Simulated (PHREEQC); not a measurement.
Leach liquor

Make-up at 80 °C: 0.0046 mol HCl, 0.14 mol LiCl and 0.0079 mol Fe2(SO4)3 per kg of water. Closed to the air; pH follows from the charge balance.

The numbers come from PHREEQC with the ion-association model, wateq4f.dat.

This is a speciation only: nothing precipitates in the calculation.

Problem. Predict the pH, ionic strength.

Solution. pH 2.35; ionic strength 0.193 mol/kgw.

Problem. In which forms is Fe present?

Solution. FeSO4+ 34 %, FeOH+2 27 %, FeCl+2 15 %, Fe2(OH)2+4 12 %, Fe(OH)2+ 4.3 %, Fe+3 2.9 % of the Fe.

Saturation is exceeded, for instance for Hematite (slow to form), Goethite (slow to form); the values hold only as long as no solid forms. Complexes and solids missing from the database can't appear. At this temperature some constants are extrapolated from 25 °C, and those without enthalpy data are left unchanged.
